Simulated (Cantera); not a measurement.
A perfectly stirred reactor is fed with C₂H₆ : N₂ = 1 : 46 (molar parts), at 100.0 Torr; it is held at 1800 K, and followed from long to short residence time.

Detailed kinetics in Cantera: GRI-Mech 3.0 (53 species, 325 reactions). GRI-Mech 3.0 stops at C3 and has no aromatics, soot or wall deposition, so with more carbon than oxygen in the feed, carbon stays in small species such as C2H2 where larger ones or solid carbon would form.

| quantity | before | after |
|---|---|---|
| x(C₂H₆) at τ = 2.10 s | 7.91e-7 | 8.69e-5 |
| x(CH₄) at τ = 2.10 s | 0.000628 | 0.00403 |
| x(C₂H₄) at τ = 2.10 s | 7.83e-6 | 0.000584 |
| x(C₂H) at τ = 2.10 s | 1.14e-6 | 5.58e-9 |
| x(H) at τ = 2.10 s | 0.000261 | 1.33e-5 |
| x(C₂H₆) at τ = 19.0 ms | 6.32e-5 | 0.00374 |
| x(CH₄) at τ = 19.0 ms | 0.00256 | 0.00425 |
| x(C₂H₄) at τ = 19.0 ms | 0.000298 | 0.00823 |
| x(C₂H) at τ = 19.0 ms | 2.25e-6 | 7.92e-9 |
| x(H) at τ = 19.0 ms | 0.000500 | 2.87e-5 |

Question: Which change was made?
A. pressure from 100.0 Torr to 0.383 Torr
B. temperature 1800 to 1775 K
C. temperature 1800 to 1873 K
D. temperature 1800 to 1375 K

Answer: D, temperature 1800 to 1375 K
